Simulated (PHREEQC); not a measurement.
Dissolve 0.06 mol/kgw NiSO4, 0.00018 mol/kgw NaHCO3 and 0.25 mol/kgw NaCl at 25 °C. Closed to the air; pH follows from the charge balance.

The numbers come from PHREEQC with the ion-association model, wateq4f.dat.

Each row changes one thing in this solution. No solid was allowed to form.

```tsv
case	pH	ionic strength (mol/kgw)	Ni+2 (mol/kgw)	SO4-2 (mol/kgw)	NiSO4 (mol/kgw)	NaSO4- (mol/kgw)	SI of Morenosite (NiSO4:7H2O)	SI of Mirabilite (Na2SO4:10H2O)
as made	5.90	0.393	0.0370	0.0353	0.0150	0.00973	-1.75	-2.56
diluted 10-fold with water	6.23	0.0442	0.00485	0.00473	0.000995	0.000278	-2.93	-4.91
NaHCO3 from 0.00018 to 0.00027 mol/kgw	5.90	0.393	0.0369	0.0353	0.0149	0.00974	-1.75	-2.56
temperature from 25 to 65 °C	5.77	0.390	0.0370	0.0337	0.0158	0.0104	-2.11	-4.29
diluted 2-fold with water	6.01	0.206	0.0208	0.0197	0.00682	0.00347	-2.09	-3.24
diluted 5-fold with water	6.14	0.0859	0.00915	0.00881	0.00235	0.000844	-2.56	-4.18
diluted 100-fold with water	6.59	0.00475	0.000562	0.000561	3.41e-5	5.24e-6	-4.40	-7.53
0.0028 mol/kgw Na2SO4 added	5.91	0.398	0.0366	0.0370	0.0154	0.0104	-1.73	-2.52
```

In wateq4f.dat the enthalpy of Ni(OH)2 has the wrong sign, so its saturation index can't be trusted away from 25 °C. Constants without temperature data keep their 25 °C values here.
